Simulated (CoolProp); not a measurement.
The fluid at 298.15 K and 0.326 MPa (stagnation) flows isentropically through a choked orifice. The same conditions are run with several fluids, on thermodynamics alone (safety and materials aside).

Computed with CoolProp (reference Helmholtz-energy equation of state of each fluid (chlorine: Thol 2021; carbonyl sulfide: Lemmon 2006; R143a: Lemmon and Jacobsen 2000; hydrogen chloride: Thol 2018)).

Rank chlorine, carbonyl sulfide, R143a, hydrogen chloride by throat to inlet pressure ratio, highest first.

R143a (0.584), carbonyl sulfide (0.554), chlorine (0.540), hydrogen chloride (0.529)

```json
[
 {"fluid": "chlorine", "mass flux (kg/(m² s))": "1200", "throat temperature (K)": "255.2"},
 {"fluid": "carbonyl sulfide", "mass flux (kg/(m² s))": "1080", "throat temperature (K)": "263.4"},
 {"fluid": "R143a", "mass flux (kg/(m² s))": "1230", "throat temperature (K)": "280.1"},
 {"fluid": "hydrogen chloride", "mass flux (kg/(m² s))": "863", "throat temperature (K)": "248.8"}
]
```
